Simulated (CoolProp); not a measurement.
Vapour-liquid equilibrium of acetone (1) + p-xylene (2) at 381 kPa; x and y are mole fractions of (1).

Values from CoolProp's multi-fluid Helmholtz-energy mixture model, Lemmon 2006 and Zhou 2012; pair parameters Bell 2016.

Task: Give the bubble temperature and the first vapour's composition at x = 0.05, 0.15, 0.65. Is there an azeotrope?

Result: x = 0.05: 179.2 °C, y = 0.299; x = 0.15: 156.0 °C, y = 0.608; x = 0.65: 114.5 °C, y = 0.927. No azeotrope shows between x = 0.05 and 0.95.

The pair parameters rest on a limited set of measurements; away from them the model extrapolates.
